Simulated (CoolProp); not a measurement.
Vapour-liquid equilibrium of n-hexane (1) + o-xylene (2) at 466.7 K; x and y are mole fractions of (1).

Computed with CoolProp (multi-fluid Helmholtz-energy mixture model, Thol 2019 and Zhou 2012; pair parameters Bell 2016).

```tsv
x	bubble pressure, mixture model (kPa)	bubble pressure, Raoult's law (kPa)	y, mixture model	y, Raoult's law
0.05	384.6	383.8	0.195	0.212
0.125	482.5	482.1	0.389	0.422
0.2	578.6	580.5	0.517	0.561
0.275	673.0	678.8	0.609	0.660
0.35	766.2	777.1	0.679	0.734
0.425	858.5	875.4	0.735	0.791
0.5	950.5	973.7	0.781	0.837
0.575	1043	1072	0.821	0.874
0.65	1137	1170	0.857	0.905
0.725	1233	1269	0.889	0.931
0.8	1333	1367	0.920	0.953
0.875	1437	1465	0.950	0.973
0.95	1549	1564	0.980	0.990
```

The largest gap from Raoult's law is -2.8 % in bubble pressure, at x = 0.65. No azeotrope shows between x = 0.05 and 0.95.

Pair parameters are fitted to limited data, so mixtures are less certain than the pure fluids.
